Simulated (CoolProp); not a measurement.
Vapour-liquid equilibrium of fluoroethane (R161) (1) + R134a (2) at 0.0646 MPa; x and y are mole fractions of (1).

Values from CoolProp's multi-fluid Helmholtz-energy mixture model, Wu 2012 and Tillner-Roth 1994; pair parameters Bell 2016.

| x | bubble temperature, mixture model (°C) | bubble temperature, Raoult's law (°C) | y, mixture model | y, Raoult's law |
|---|---|---|---|---|
| 0.05 | -36.0 | -36.2 | 0.074 | 0.083 |
| 0.15 | -37.1 | -37.6 | 0.215 | 0.235 |
| 0.25 | -38.2 | -38.9 | 0.348 | 0.369 |
| 0.35 | -39.3 | -40.1 | 0.470 | 0.488 |
| 0.45 | -40.5 | -41.3 | 0.582 | 0.593 |
| 0.55 | -41.7 | -42.4 | 0.683 | 0.686 |
| 0.65 | -42.9 | -43.5 | 0.773 | 0.770 |
| 0.75 | -44.1 | -44.5 | 0.851 | 0.845 |
| 0.85 | -45.2 | -45.5 | 0.918 | 0.912 |
| 0.95 | -46.4 | -46.4 | 0.975 | 0.972 |

The largest gap from Raoult's law is +0.8 K in bubble temperature, at x = 0.45. No azeotrope shows between x = 0.05 and 0.95.

Pair parameters are fitted to limited data, so mixtures are less certain than the pure fluids.
